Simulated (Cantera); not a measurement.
A closed system holds: 1 mol SiCl4, 0.031 mol CH4, 5.4 mol H2, at 2348.15 K and 1000 Pa.

Method: chemical equilibrium by Gibbs-energy minimisation in Cantera with the NASA 1993 tables (ideal gas, pure condensed phases). Candidate condensed phases: C, C6H6, C7H8, C8H18, Si, SiC; 109 gas species. The tables' values for SiCl, SiCl3 are old estimates; treat these amounts as uncertain. Gases not in the tables: Si2H6 and higher silanes. Rates play no part.

Base state: H2 0.469, HCl 0.290, H 0.0846, SiCl2 0.0713, Cl 0.0375, Si 0.0335, SiCl 0.0101, Si2C 0.00164 (mole fractions); condensed: gas only.

Question: What changes in the equilibrium state with this change: pressure from 1000 Pa to 56000 Pa?

Answer: 
| species | before | after |
|---|---|---|
| H2 | 0.469 | 0.582 |
| HCl | 0.290 | 0.272 |
| SiCl2 | 0.0713 | 0.122 |
| H | 0.0846 | 0.0126 |
| Si | 0.0335 | 0.00144 |
| Cl | 0.0375 | 0.00423 |
| SiCl | 0.0101 | 0.00272 |
| SiH2Cl2 | 1.69e-7 | 2.00e-5 |
| SiHCl3 | 7.07e-7 | 6.33e-5 |
| CH4 | 1.55e-7 | 1.07e-5 |
| SiC(s), mol | 0 | 0.0256 |
